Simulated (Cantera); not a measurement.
Feed: 1 mol c-C4F8, 1.1 mol HCl, 10 mol H2, at 3448.15 K and 6.40 Pa.

Cantera equilibrium calculation (NASA polynomials, part measured and part estimated; ideal gas, pure solids and liquids). Candidate condensed phases: C, C6H6, C7H8, C8H18; 118 gas species. The feed counts by its element totals alone. Kinetics and transport are ignored.

Base state: H 0.616, F 0.232, C 0.116, Cl 0.0323, HF 0.00265, C2 0.000440, CF 0.000216, H2 8.85e-5 (mole fractions); condensed: gas only.

Q: What changes in the equilibrium state with this change: H2 from 10 to 0.2 mol?

A: 
| species | before | after |
|---|---|---|
| F | 0.232 | 0.548 |
| C | 0.116 | 0.269 |
| H | 0.616 | 0.102 |
| Cl | 0.0323 | 0.0757 |
| H2 | 8.85e-5 | 2.43e-6 |
| C3 | 1.43e-5 | 0.000178 |
| CF | 0.000216 | 0.00118 |
| C2 | 0.000440 | 0.00236 |
| HF | 0.00265 | 0.00104 |
